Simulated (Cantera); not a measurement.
Gas mixture: C₂H₆ : H₂ : H₂O = 0.18 : 0.27 : 0.83 (molar parts), at 3.06 atm, frozen composition.

Cantera's kinetic-theory transport with the Lennard-Jones parameters of GRI-Mech 3.0, ideal gas; thermal conductivity in the mixture-averaged form. Polar gases are described roughly by these parameters. The composition is frozen, though it would react at the higher temperatures.

D: mixture-averaged diffusion coefficient of that species in the mixture.

| T (K) | ρ (kg/m³) | cp (J/kg/K) | μ (µPa s) | λ (mW/m/K) | Pr | D (cm²/s) NH₃ | D (cm²/s) H₂ | D (cm²/s) CH₃ |
|---|---|---|---|---|---|---|---|---|
| 400 | 1.52 | 2299 | 13.8 | 61.0 | 0.521 | 0.128 | 0.433 | ? |
| 650 | 0.937 | 2658 | 22.3 | 101 | 0.585 | 0.337 | 1.01 | ? |
| 900 | 0.677 | 2967 | 30.3 | 145 | 0.618 | 0.630 | 1.77 | ? |
| 1150 | 0.530 | 3244 | 37.8 | 192 | 0.639 | 0.995 | 2.67 | ? |
| 1400 | 0.435 | 3472 | 44.8 | 238 | 0.652 | 1.42 | 3.72 | ? |
| 1650 | 0.369 | 3657 | 51.3 | 285 | 0.659 | 1.91 | 4.89 | ? |
| 1900 | 0.321 | 3806 | 57.5 | 330 | 0.663 | 2.45 | 6.18 | ? |
| 2150 | 0.283 | 3926 | 63.3 | 374 | 0.665 | 3.05 | 7.59 | ? |
| 2400 | 0.254 | 4023 | 68.9 | 417 | 0.665 | 3.69 | 9.11 | ? |

Question: Fill in the missing entries.

Answer: 
- 400, D (cm²/s) CH₃: 0.143
- 650, D (cm²/s) CH₃: 0.350
- 900, D (cm²/s) CH₃: 0.622
- 1150, D (cm²/s) CH₃: 0.949
- 1400, D (cm²/s) CH₃: 1.33
- 1650, D (cm²/s) CH₃: 1.75
- 1900, D (cm²/s) CH₃: 2.22
- 2150, D (cm²/s) CH₃: 2.73
- 2400, D (cm²/s) CH₃: 3.28
